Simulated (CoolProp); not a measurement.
A single-stage vapour-compression cycle with cyclopentane: evaporating at 311.15 K (dew point), condensing at 331.15 K (bubble point), superheat 2 K, subcooling 5 K, compressor efficiency 0.9, no pressure losses. Each further row changes one setting.

Model: reference Helmholtz-energy equation of state, Gedanitz 2015, in CoolProp.

| case | cooling COP | pressure ratio | discharge temperature (K) | refrigerating effect (kJ/kg) | volumetric capacity (kJ/m³) |
|---|---|---|---|---|---|
| as stated | 13.6 | 1.94 | 335.5 | 371 | 708 |
| evaporating temperature 316.15 K | 18.6 | ? | 334.7 | 377 | ? |
| condensing temperature 326.15 K | 18.4 | 1.66 | 330.2 | 381 | 726 |
| subcooling 10 K | 13.9 | 1.94 | 335.5 | 381 | 726 |
| superheat 12 K | 13.6 | 1.94 | ? | ? | 708 |
| compressor efficiency 0.8 | 12.1 | 1.94 | ? | 371 | 708 |

Question: Fill in the missing entries.

Answer: 
- evaporating temperature 316.15 K, pressure ratio: 1.63
- evaporating temperature 316.15 K, volumetric capacity (kJ/m³): 846
- superheat 12 K, discharge temperature (K): 345.3
- superheat 12 K, refrigerating effect (kJ/kg): 384
- compressor efficiency 0.8, discharge temperature (K): 337.9
